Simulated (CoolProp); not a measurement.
A closed Brayton cycle with dry air: compressor inlet 306.15 K and 7.2 MPa, high pressure 17.9 MPa, turbine inlet 635 K, compressor efficiency 0.8, turbine efficiency 0.93, recuperator effectiveness 0 (on enthalpy, no pinch check). Each further row changes one setting.

Model: reference Helmholtz-energy equation of state, Lemmon 2000, in CoolProp. It is a pseudo-pure fit of the blend.

```csv
case,thermal efficiency (%),net work (kJ/kg),compressor to turbine work,compressor exit (K),turbine exit (K)
as stated,[?],25.3,0.82,420.6,502.8
turbine inlet 585 K,[?],13.8,0.89,420.6,461.8
compressor inlet 316.15 K,[?],21.1,[?],[?],502.8
high pressure 15.2 MPa,10.0,25.9,0.78,397.8,[?]
recuperator effectiveness 0.5,[?],25.3,0.82,420.6,502.8
```

**Question.** Some entries are withheld; supply them.

**Answer.** 
- as stated, thermal efficiency (%): 10.7
- turbine inlet 585 K, thermal efficiency (%): 7.6
- compressor inlet 316.15 K, thermal efficiency (%): 9.5
- compressor inlet 316.15 K, compressor to turbine work: 0.85
- compressor inlet 316.15 K, compressor exit (K): 434.3
- high pressure 15.2 MPa, turbine exit (K): 524.5
- recuperator effectiveness 0.5, thermal efficiency (%): 13.1
